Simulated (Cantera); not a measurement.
Feed: 1 mol C3H6, 0.15 mol NH3, at 133 Pa.

Cantera equilibrium calculation (NASA polynomials, part measured and part estimated; ideal gas, pure solids and liquids). Candidate condensed phases: C, C6H6, C7H8, C8H18; 92 gas species. Rates play no part.

x: gas mole fraction; n: condensed amount in mol.

```tsv
T (°C)	x H2	x H	x C3	x CH4	x C	x N2	x C2	n C(graphite)
327	0.878	<1e-12	<1e-12	0.0970	<1e-12	0.0249	<1e-12	2.71
527	0.976	7.84e-11	<1e-12	0.00171	<1e-12	0.0228	<1e-12	2.99
727	0.977	6.14e-8	<1e-12	0.000122	<1e-12	0.0227	<1e-12	3.00
927	0.977	…	<1e-12	…	<1e-12	0.0227	<1e-12	3.00
1127	0.977	0.000132	<1e-12	5.50e-6	<1e-12	0.0227	<1e-12	3.00
1327	0.976	0.00147	<1e-12	2.07e-6	<1e-12	0.0226	<1e-12	3.00
1527	0.967	0.00964	8.59e-11	9.59e-7	1.90e-10	0.0222	7.08e-12	3.00
1727	0.933	0.0430	2.08e-8	4.93e-7	2.28e-8	0.0211	1.76e-9	2.99
1927	…	…	…	…	…	…	…	2.97
2127	0.628	0.345	7.36e-5	9.35e-8	2.98e-5	0.0157	6.65e-6	2.94
2327	0.350	0.622	0.00166	2.10e-8	0.000468	0.0120	0.000156	2.87
2527	0.132	0.813	0.0237	2.26e-9	0.00494	0.00877	0.00231	2.38
2727	0.0337	0.794	0.107	9.11e-11	0.0293	0.00611	0.0141	0
```

Q: Fill in the missing entries.

A: 
- 1927, x H2: 0.834
- 1927, x H: 0.141
- 1927, x C3: 1.81e-6
- 1927, x CH4: 2.44e-7
- 1927, x C: 1.15e-6
- 1927, x N2: 0.0191
- 1927, x C2: 1.58e-7
- 927, x H: 5.34e-6
- 927, x CH4: 2.01e-5
